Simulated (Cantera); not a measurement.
Cantera run, input and output.

```python
import numpy as np
import cantera as ct

gas = ct.Solution("h2o2.yaml")
gas.TPX = 950, 200, {'H2': 0.42, 'O2': 1, 'N2': 1}
reactor = ct.IdealGasConstPressureReactor(gas, energy="off", clone=False)
net = ct.ReactorNet([reactor])
net.rtol, net.atol = 1e-08, 1e-18
show = ['H2', 'O2', 'HO2', 'H2O', 'H2O2', 'O', 'H']
times = np.geomspace(2e-06, 80, 11)

steps = ct.SolutionArray(gas, extra=["t"])
rows = []
print(f"{'t/s':>10s}{'T/K':>9s}{'P/Pa':>11s}" + "".join(f"{s:>11s}" for s in show))
for t in times:
    while net.time < t:
        t_next = net.step()
        steps.append(gas.state, t=t_next)
    rows.append([np.interp(t, steps.t, y) for y in (steps.T, steps.P, *steps(*show).X.T)])
    print(f"{t:10.3e}{rows[-1][0]:9.1f}{rows[-1][1]:11.4g}" + "".join(f"{x:11.3e}" for x in rows[-1][2:]))
rate = np.gradient(steps.T, steps.t)
print("integrator steps:", len(steps.t))
if steps.T.max() > steps.T[0] + 200:
    print(f"time of steepest temperature rise: {steps.t[rate.argmax()]:.4e} s")
gas.TPX = 950, 200, {'H2': 0.42, 'O2': 1, 'N2': 1}
gas.equilibrate("TP")
print(f"equilibrium (TP): T = {gas.T:.1f} K  " + "  ".join(f"{s} {gas[s].X[0]:.3e}" for s in show))
```

It prints:

```
       t/s      T/K       P/Pa         H2         O2        HO2        H2O       H2O2          O          H
 2.000e-06    950.0        200  1.736e-01  4.132e-01  4.943e-14  9.112e-20  7.817e-21  1.867e-17  4.941e-14
 1.151e-05    950.0        200  1.736e-01  4.132e-01  2.846e-13  1.220e-17  2.342e-19  5.576e-16  2.840e-13
 6.629e-05    950.0        200  1.736e-01  4.132e-01  1.639e-12  1.863e-15  7.687e-18  1.798e-14  1.622e-12
 3.816e-04    950.0        200  1.736e-01  4.132e-01  9.435e-12  2.591e-13  2.526e-16  5.413e-13  9.148e-12
 2.197e-03    950.0        200  1.736e-01  4.132e-01  5.438e-11  2.301e-11  8.381e-15  1.392e-11  6.331e-11
 1.265e-02    950.0        200  1.736e-01  4.132e-01  3.320e-10  7.100e-09  2.836e-13  1.769e-09  5.624e-09
 7.282e-02    950.0        200  1.662e-02  3.438e-01  1.070e-06  1.143e-01  1.702e-08  2.438e-02  8.343e-02
 4.192e-01    950.0        200  4.575e-03  3.480e-01  1.263e-06  1.641e-01  1.908e-08  1.445e-02  2.895e-02
 2.414e+00    950.0        200  1.774e-04  3.571e-01  7.861e-07  1.895e-01  3.722e-08  5.019e-04  1.817e-04
 1.390e+01    950.0        200  3.058e-06  3.574e-01  5.760e-08  1.900e-01  1.038e-08  9.025e-06  4.351e-07
 8.000e+01    950.0        200  2.059e-07  3.575e-01  5.043e-09  1.900e-01  2.493e-09  6.489e-07  8.374e-09
integrator steps: 2035
equilibrium (TP): T = 950.0 K  H2 1.303e-10  O2 3.575e-01  HO2 1.743e-10  H2O 1.900e-01  H2O2 7.299e-12  O 4.276e-10  H 1.430e-13
```

Cantera simulation using the H2/O2 subset of GRI-Mech 3.0, which has no nitrogen chemistry; the numbers are that mechanism's predictions, not measurements. Radical loss at walls, strong at low pressure, is not modelled. The temperature is held fixed by assumption; the heat of reaction is taken as removed at once.
